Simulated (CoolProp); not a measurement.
Vapour-liquid equilibrium of CH2F2 (R32) (1) + R227EA (2) at 0.488 MPa; x and y are mole fractions of (1).

The numbers come from the multi-fluid Helmholtz-energy mixture model, Tillner-Roth 1997 and Lemmon 2016; pair parameters Bell 2016 in CoolProp.

Give the bubble temperature and the first vapour's composition at x = 0.25, 0.35, 0.95. Is there an azeotrope?

x = 0.25: 281.4 K, y = 0.559; x = 0.35: 275.9 K, y = 0.676; x = 0.95: 259.1 K, y = 0.980. No azeotrope shows between x = 0.05 and 0.95.

Pair parameters are fitted to limited data, so mixtures are less certain than the pure fluids.
